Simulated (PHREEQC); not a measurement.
0.01 g of hydrous ferric oxide (600 m²/g; 0.2 weak and 0.005 strong sites per Fe, Dzombak-Morel constants, diffuse double layer) in 1 kg of water with 0.1 mol/kgw of an inert sodium salt and 3.3e-07 mol SrCl2 and 7.9e-08 mol H3BO3, at 25 °C; the pH is set by adding NaOH or the inert anion's acid. Oxygen alone is held at its pressure in air (log pO2 = -0.68). CO2 from the air is kept out. No solid was allowed to form.

All values are PHREEQC results (ion-association model, wateq4f.dat), not measurements.

Task: Predict surface charge σ (C/m²), surface potential ψ (mV) at pH = 5, 5.67, 9, 9.67.

Result: 
| pH | surface charge σ (C/m²) | surface potential ψ (mV) |
|---|---|---|
| 5 | 0.215 | 126 |
| 5.67 | 0.142 | 105 |
| 9 | -0.034 | -42 |
| 9.67 | -0.068 | -70 |

The oxide is taken as insoluble; below pH 4 it would dissolve.
